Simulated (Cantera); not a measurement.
Charge: 1 mol Al₂O₃, 0.029 mol H₂O, at 1698.15 K and 7.50 Torr.

Equilibrium computed with Cantera from the NASA thermochemical tables; the gas is ideal and each condensed phase is pure. Candidate condensed phases: Al, Al₂O₃, H₂O; 19 gas species. Rates play no part.

### Question
What is the equilibrium state?

### Answer
```
Quantity                               Result
--------------------------------  -----------
x(H₂O)                                  0.992
x(H₂)                                 0.00443
x(O₂)                                 0.00195
x(OH)                                 0.00111
x(H)                                  9.64e-5
x(O)                                  1.94e-5
n(Al₂O₃(s))                          1.00 mol
gas amount                        0.02907 mol
log10 activity of Al(l) (absent)       -13.87
```
